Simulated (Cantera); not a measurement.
An adiabatic, constant-pressure homogeneous reactor starts with H2 : O2 : N2 = 1 : 1.25 : 4.7 (molar parts), equivalence ratio 0.40, at 1173 K and 1.00 atm.

Detailed kinetics in Cantera: the H2/O2 subset of GRI-Mech 3.0, which has no nitrogen chemistry.

One state of this run: T (K) = 2173; x H2 = 0.000430; x O2 = 0.115; x O = 0.000768; x H = 0.000100; x HO2 = 4.23e-6; x OH = 0.00472; x H2O = 0.152. x: mole fraction; the columns are a selection and need not sum to one.

Which value of t (s) does it belong to?
A) 8.00e-6
B) 6.79e-5
C) 0.000198
D) 0.00168

D, 0.00168
